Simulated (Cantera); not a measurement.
**NO annealing gas**

An isothermal, constant-pressure homogeneous reactor starts with NO : N₂ = 1 : 0.72 (molar parts), at 1650 K and 0.178 atm.

Detailed kinetics in Cantera: GRI-Mech 3.0 (53 species, 325 reactions).

```json
[
 {"t (s)": "0.000300", "x NO": "0.581", "x O₂": "2.37e-9", "x N₂": "0.419", "x N₂O": "9.71e-7", "x NO₂": "3.37e-7", "x O": "6.41e-7"},
 {"t (s)": "0.000954", "x NO": "0.581", "x O₂": "1.85e-8", "x N₂": "0.419", "x N₂O": "3.06e-6", "x NO₂": "2.08e-6", "x O": "1.05e-6"},
 {"t (s)": "0.00304", "x NO": "0.581", "x O₂": "1.49e-7", "x N₂": "0.419", "x N₂O": "9.48e-6", "x NO₂": "8.72e-6", "x O": "1.36e-6"},
 {"t (s)": "0.00965", "x NO": "0.581", "x O₂": "1.68e-6", "x N₂": "0.419", "x N₂O": "2.77e-5", "x NO₂": "3.01e-5", "x O": "2.11e-6"},
 {"t (s)": "0.0307", "x NO": "0.581", "x O₂": "2.44e-5", "x N₂": "0.419", "x N₂O": "6.83e-5", "x NO₂": "8.16e-5", "x O": "3.71e-6"},
 {"t (s)": "0.0977", "x NO": "0.581", "x O₂": "0.000206", "x N₂": "0.419", "x N₂O": "0.000113", "x NO₂": "0.000118", "x O": "4.83e-6"},
 {"t (s)": "0.311", "x NO": "0.579", "x O₂": "0.000902", "x N₂": "0.420", "x N₂O": "0.000121", "x NO₂": "0.000129", "x O": "5.23e-6"},
 {"t (s)": "0.988", "x NO": "0.575", "x O₂": "0.00312", "x N₂": "0.422", "x N₂O": "0.000119", "x NO₂": "0.000153", "x O": "6.02e-6"},
 {"t (s)": "3.14", "x NO": "0.561", "x O₂": "0.0100", "x N₂": "0.429", "x N₂O": "0.000113", "x NO₂": "0.000208", "x O": "7.97e-6"},
 {"t (s)": "10.0", "x NO": "0.520", "x O₂": "0.0303", "x N₂": "0.449", "x N₂O": "9.55e-5", "x NO₂": "0.000304", "x O": "1.19e-5"}
]
```
x: mole fraction; the columns are a selection and need not sum to one.

Equilibrium at this temperature and pressure: NO 0.00266, O₂ 0.289, N₂ 0.708, N₂O 6.32e-8, NO₂ 4.68e-6, O 3.30e-5 (gas phase only).
